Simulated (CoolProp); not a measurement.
Vapour-liquid equilibrium of n-butane (1) + R245fa (2) at 15.1 bar; x and y are mole fractions of (1).

Computed with CoolProp (multi-fluid Helmholtz-energy mixture model, Bücker 2006 and Akasaka 2015; pair parameters Bell 2016).

Problem. Give the bubble temperature and the first vapour's composition at x = 0.05, 0.35, 0.55. Is there an azeotrope?

Solution. x = 0.05: 103.5 °C, y = 0.111; x = 0.35: 89.6 °C, y = 0.464; x = 0.55: 87.5 °C, y = 0.574. y crosses x between x = 0.55 and 0.65: the model has an azeotrope there.

The pair parameters rest on a limited set of measurements; away from them the model extrapolates.
